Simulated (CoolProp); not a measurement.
Properties of cyclohexane at several states (Tc = 553.6 K, pc = 4081 kPa, ω = 0.209).

Model: reference Helmholtz-energy equation of state, Zhou 2014, in CoolProp.

| T (K) | p (kPa) | phase | density (kg/m³) | cp (kJ/(kg K)) | cv (kJ/(kg K)) | viscosity (µPa s) | fugacity coefficient |
|---|---|---|---|---|---|---|---|
| 462.2 | 1300 | liquid | 593.9 | 2.776 | 2.114 | 148 | ___ |
| 316.1 | 35.2 | liquid | ___ | 1.944 | 1.429 | 671 | 0.7759 |
| 492.6 | 4290 | liquid | 561.9 | ___ | 2.253 | 124 | 0.3613 |
| 323 | 117 | liquid | 750.2 | 1.977 | 1.460 | 608 | 0.3039 |
| 313.1 | 774 | liquid | 760.4 | 1.928 | 1.416 | 708 | 0.03237 |
| 286.9 | 1970 | liquid | ___ | 1.804 | 1.303 | 1120 | 0.004220 |

Q: Some entries are withheld; supply them.

A: 
- 462.2, fugacity coefficient: 0.7265
- 316.1, density (kg/m³): 756.8
- 492.6, cp (kJ/(kg K)): 2.950
- 286.9, density (kg/m³): 786.0

Viscosity comes from a separate model (Tariq 2014).
